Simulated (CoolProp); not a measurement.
Vapour-liquid equilibrium of ethylene (1) + carbon dioxide (2) at 12.3 bar; x and y are mole fractions of (1).

Values from CoolProp's multi-fluid Helmholtz-energy mixture model, Smukala 2000 and Span 1996; pair parameters Bell 2016.

Task: Give the bubble temperature and the first vapour's composition at x = 0.05, 0.35, 0.75. Is there an azeotrope?

Result: x = 0.05: 236.6 K, y = 0.107; x = 0.35: 229.9 K, y = 0.459; x = 0.75: 227.3 K, y = 0.759. y crosses x between x = 0.75 and 0.85: the model has an azeotrope there.

The pair parameters rest on a limited set of measurements; away from them the model extrapolates.
